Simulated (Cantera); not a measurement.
Gas mixture: 100 % NO, at 100 Pa, frozen composition.

Cantera's kinetic-theory transport with the Lennard-Jones parameters of GRI-Mech 3.0, ideal gas; thermal conductivity in the mixture-averaged form. The composition is frozen, though it would react at the higher temperatures.

D: mixture-averaged diffusion coefficient of that species in the mixture.

| T (K) | ρ (kg/m³) | cp (J/kg/K) | μ (µPa s) | λ (mW/m/K) | Pr | D (cm²/s) NO | D (cm²/s) CH₃ | D (cm²/s) C₂H₂ |
|---|---|---|---|---|---|---|---|---|
| 400 | 0.000902 | 998.6 | 23.1 | 32.4 | 0.712 | 0.000 | 375 | 280 |
| 550 | 0.000656 | 1028 | ___ | ___ | 0.707 | 0.000 | ___ | ___ |
| 700 | 0.000516 | 1067 | 34.0 | 51.3 | 0.707 | 0.000 | 982 | 741 |
| 850 | 0.000425 | 1104 | 38.6 | 60.2 | 0.708 | 0.000 | 1360 | 1030 |
| 1000 | 0.000361 | 1133 | 42.9 | 68.6 | 0.709 | 0.000 | 1790 | 1360 |
| 1150 | 0.000314 | 1153 | 47.0 | ___ | 0.707 | 0.000 | ___ | ___ |
| 1300 | 0.000278 | 1171 | 50.9 | 84.5 | 0.706 | 0.000 | 2770 | 2100 |

Problem. What belongs in the gaps?

Solution. 
- 550, μ (µPa s): 28.9
- 550, λ (mW/m/K): 42.0
- 550, D (cm²/s) CH₃: 651
- 550, D (cm²/s) C₂H₂: 489
- 1150, λ (mW/m/K): 76.7
- 1150, D (cm²/s) CH₃: 2260
- 1150, D (cm²/s) C₂H₂: 1710
